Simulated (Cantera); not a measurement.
Feed: 1 mol Al2O3, 17 mol HCl, 1.8 mol N2, held at 1798.15 K and 0.560 bar.

Cantera equilibrium calculation (NASA polynomials, part measured and part estimated; ideal gas, pure solids and liquids). The tables' values for AlCl2 are old estimates; treat these amounts as uncertain. Rates play no part.

```json
[
 {"species": "HCl", "before": "0.877", "after": "0.890"},
 {"species": "N2", "before": "0.0958", "after": "0.0959"},
 {"species": "H2O", "before": "0.0110", "after": "0.00681"},
 {"species": "Cl", "before": "0.00574", "after": "0.00166"},
 {"species": "AlCl3", "before": "0.00732", "after": "0.00454"},
 {"species": "AlCl2", "before": "1.94e-5", "after": "1.25e-6"},
 {"species": "H", "before": "2.60e-5", "after": "2.24e-6"},
 {"species": "H2", "before": "0.00304", "after": "0.000954"},
 {"species": "Cl2", "before": "0.000188", "after": "0.000127"},
 {"species": "Al2O3(s), mol", "before": "0.931", "after": "0.957"}
]
```
Gas species are given as mole fractions.

Question: What was changed between the two runs?
A) temperature from 1798.15 K to 1600 K
B) pressure from 0.560 bar to 8.40e-5 bar
C) pressure from 0.560 bar to 0.150 bar
D) temperature from 1798.15 K to 1323.15 K

Answer: A, temperature from 1798.15 K to 1600 K
